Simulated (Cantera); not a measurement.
Feed: 1 mol CuF2, 1.5 mol H2O, 4.1 mol H2, held at 1302 °C.

Cantera equilibrium calculation (NASA polynomials, part measured and part estimated; ideal gas, pure solids and liquids). Candidate condensed phases: Cu, CuF2, CuO, Cu(OH)2, Cu2O, H2O; 27 gas species. Kinetics and transport are ignored.

Question: Which condensed phases are stable at each of these points (P (Pa)): 0.100, 0.460, 2.20, 10, 46, 220, 1000, 4600, 22000, 100000?

Answer: 
| P (Pa) | condensed phases | Cu condensed (%) |
|---|---|---|
| 0.100 | gas only | 0.0 |
| 0.460 | gas only | 0.0 |
| 2.20 | gas only | 0.0 |
| 10 | gas only | 0.0 |
| 46 | Cu(l) | 57.8 |
| 220 | Cu(l) | 91.5 |
| 1000 | Cu(l) | 98.1 |
| 4600 | Cu(l) | 99.6 |
| 22000 | Cu(l) | 99.9 |
| 100000 | Cu(l) | 100.0 |

From 1.00e-6 bar to 0.000100 bar nothing is condensed. From 0.000460 bar to 1.00 bar the condensed part is Cu(l).
